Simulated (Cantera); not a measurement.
A freely propagating, adiabatic, planar premixed flame of 5.99 % CH4, 1.86 % C2H6, 18.5 % O2, 73.7 % N2, unburnt at 525 K and 3230 Torr; mixture-averaged transport, grid criteria slope 0.08 and curve 0.16, no radiation.

Model: GRI-Mech 3.0 (53 species, 325 reactions), integrated in Cantera. Burning velocities carry a grid error of a few per cent, more on coarse grids.

Predict: laminar burning velocity; thermal thickness; peak x(HCN); peak x(CH2CO); peak x(HO2).


```json
{
 "laminar_burning_velocity": "59.9 cm/s",
 "thermal_thickness": "0.119 mm",
 "peak x(HCN)": "4.40e-6",
 "peak x(CH2CO)": "0.000539",
 "peak x(HO2)": "0.000316"
}
```
